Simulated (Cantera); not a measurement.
# Thermodynamics of hydrogen reduction and annealing atmospheres, feed SiO2 + H2 + H2O

Input: 1 mol SiO2, 250 mol H2, 0.19 mol H2O, held at 3.70 bar.

Cantera equilibrium calculation (NASA polynomials, part measured and part estimated; ideal gas, pure solids and liquids). Candidate condensed phases: H2O, Si, SiO2; 18 gas species. The tables hold silica as quartz up to 1696 K and as liquid above; real silica turns to tridymite and cristobalite and melts near 1996 K. Gases not in the tables: Si(OH)4. Rates play no part.

```csv
T (K),log p H2,log p H2O,log p SiO,log p H,log p OH,log p SiH2,n SiO2(condensed)
1725,0.57,-2.48,-3.28,-3.45,-7.75,-7.23,0.964
1775,0.57,-2.39,-2.91,-3.25,-7.42,-6.86,0.917
1825,0.57,-2.28,-2.61,-3.07,-7.07,-6.59,0.832
1875,0.57,-2.14,-2.35,-2.90,-6.71,-6.39,0.695
1925,0.57,-1.98,-2.12,-2.74,-6.35,-6.24,0.488
1975,0.56,-1.83,-1.92,-2.58,-6.00,-6.13,0.185
2025,0.56,-1.76,-1.83,-2.43,-5.73,-6.05,0
2075,0.56,-1.76,-1.83,-2.29,-5.56,-5.99,0
2125,0.56,-1.76,-1.83,-2.16,-5.38,-5.93,0
2175,0.56,-1.76,-1.83,-2.03,-5.22,-5.87,0
```
log p: log10 of the partial pressure in bar; n: condensed amount in mol.

From 1725 K to 1975 K the condensed part is SiO2(condensed). From 2025 K to 2175 K nothing is condensed.
